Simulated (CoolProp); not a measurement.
R1132(E) along the isotherm 400 K: density (kg/m³) from the reference equation and from simpler models built on Tc = 348.8 K, pc = 5.174 MPa, ω = 0.245; each cubic takes its own stable root.

Model: reference Helmholtz-energy equation of state, Akasaka 2024, in CoolProp.

```
p (MPa)          phase  reference
-------  -------------  ---------
0.464              gas      9.111
0.929              gas      18.62
1.39               gas      28.46
1.86               gas      38.95
2.32               gas      49.72
2.79               gas      61.28
3.25               gas      73.22
3.71               gas      85.84
4.18               gas      99.53
4.64               gas      113.8
5.11               gas      129.4
5.57     supercritical      145.7
6.04     supercritical      163.8
6.5      supercritical      182.8
```

Question: How far does each simpler model (van der Waals, Peng-Robinson) lie from the reference over these 14 states: mean and median of the absolute difference, and the worst?

Answer: 
- van der Waals: mean 1.5 %, median 0.6 %, worst +6.2 % at 400 K and 6.5 MPa
- Peng-Robinson: mean 1.4 %, median 1.6 %, worst +2.0 % at 400 K and 5.11 MPa
